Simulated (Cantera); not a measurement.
Charge: 1 mol H2O, 0.45 mol SO2, 3.2 mol H2, held at 2623.15 K and 10000 Pa.

Cantera equilibrium calculation (NASA polynomials, part measured and part estimated; ideal gas, pure solids and liquids). Candidate condensed phases: H2O, H2SO4, S; 19 gas species. The numbers say what is thermodynamically allowed, not how fast it happens.

Base state: H2 0.504, H2O 0.298, H 0.0946, SO 0.0361, SO2 0.0204, S 0.0153, OH 0.0132, SH 0.00978 (mole fractions); condensed: gas only.

What changes in the equilibrium state with this change: pressure from 10000 Pa to 440 Pa?


```csv
species,before,after
H,0.0946,0.363
H2,0.504,0.327
H2O,0.298,0.159
O,0.00160,0.0300
OH,0.0132,0.0418
SO2,0.0204,0.0167
S,0.0153,0.0185
SO,0.0361,0.0360
H2S,0.00174,6.02e-5
S2O,6.00e-5,3.19e-6
S2,0.00454,0.000293
O2,0.000385,0.00592
SH,0.00978,0.00200
```
